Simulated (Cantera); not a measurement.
A perfectly stirred reactor is fed with CO : O₂ : H₂O : N₂ = 0.01 : 0.0095 : 0.0031 : 1 (molar parts), equivalence ratio 0.53, at 840000 Pa; it is held at 1473 K, and followed from long to short residence time.

Computed with Cantera and GRI-Mech 3.0 (53 species, 325 reactions).

| quantity | before | after |
|---|---|---|
| x(CO) at τ = 0.310 s | 9.15e-5 | 7.05e-5 |
| x(O₂) at τ = 0.310 s | 0.00446 | 0.00443 |
| x(H₂O) at τ = 0.310 s | 0.00304 | 0.00684 |
| x(O) at τ = 0.310 s | 3.51e-6 | 2.40e-6 |
| x(N₂O) at τ = 0.310 s | 1.53e-6 | 1.08e-6 |
| x(CO) at τ = 11.0 ms | 0.000932 | 0.000715 |
| x(O₂) at τ = 11.0 ms | 0.00487 | 0.00475 |
| x(H₂O) at τ = 11.0 ms | 0.00301 | 0.00680 |
| x(O) at τ = 11.0 ms | 2.79e-5 | 1.93e-5 |
| x(N₂O) at τ = 11.0 ms | 3.32e-6 | 2.44e-6 |

What was changed between the two runs?
(A) pressure from 840000 Pa to 270000 Pa
(B) H2O 0.0031 to 0.007 parts
(C) temperature 1473 to 898 K
(D) pressure from 840000 Pa to 110000 Pa

B, H2O 0.0031 to 0.007 parts
